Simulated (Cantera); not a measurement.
Feed: 1 mol B₂O₃, 8 mol Cl₂, 0.25 mol O₂, 0.93 mol SiCl₄, held at 0.210 bar.

Equilibrium computed with Cantera from the NASA thermochemical tables; the gas is ideal and each condensed phase is pure. Candidate condensed phases: B, B₂O₃, Si, SiO₂; 27 gas species. Mutual solubility and eutectic melting of coexisting phases are not modelled. The tables' values for BOCl are old estimates; treat these amounts as uncertain. The tables hold silica as quartz up to 1696 K and as liquid above; real silica turns to tridymite and cristobalite and melts near 1996 K. Condensed phases not in the tables: borates and borosilicate glass, alloys, solid solutions and most ternary compounds. Rates play no part.

x: gas mole fraction; n: condensed amount in mol.

| T (K) | x Cl₂ | x Cl | x BCl₃ | x SiCl₄ | x B₃O₃Cl₃ | x BOCl | n B₂O₃(l) | n SiO₂(α-quartz) | n SiO₂(β-quartz) |
|---|---|---|---|---|---|---|---|---|---|
| 750 | 0.921 | 5.68e-6 | 0.0197 | 0.0574 | 0.00201 | 2.57e-11 | 0.882 | 0.400 | ___ |
| 850 | 0.918 | 5.84e-5 | 0.0313 | 0.0465 | 0.00458 | 2.39e-9 | 0.792 | 0 | ___ |
| 950 | 0.914 | 0.000369 | 0.0417 | 0.0360 | 0.00787 | 8.15e-8 | 0.697 | 0 | ___ |
| 1050 | 0.910 | 0.00165 | 0.0493 | 0.0274 | 0.0113 | 1.37e-6 | 0.612 | 0 | ___ |
| 1150 | 0.905 | 0.00569 | 0.0544 | 0.0211 | 0.0143 | 1.37e-5 | 0.545 | 0 | 0.733 |
| 1250 | 0.893 | 0.0161 | 0.0574 | 0.0165 | 0.0168 | 9.34e-5 | 0.492 | 0 | 0.775 |
| 1350 | 0.870 | 0.0388 | 0.0587 | 0.0131 | 0.0186 | 0.000471 | 0.451 | 0 | 0.805 |
| 1450 | 0.828 | 0.0819 | 0.0584 | 0.0104 | 0.0197 | 0.00187 | 0.415 | 0 | 0.828 |

### Question
Fill in the missing entries.

### Answer

- 750, n SiO₂(β-quartz): 0
- 850, n SiO₂(β-quartz): 0.499
- 950, n SiO₂(β-quartz): 0.595
- 1050, n SiO₂(β-quartz): 0.674
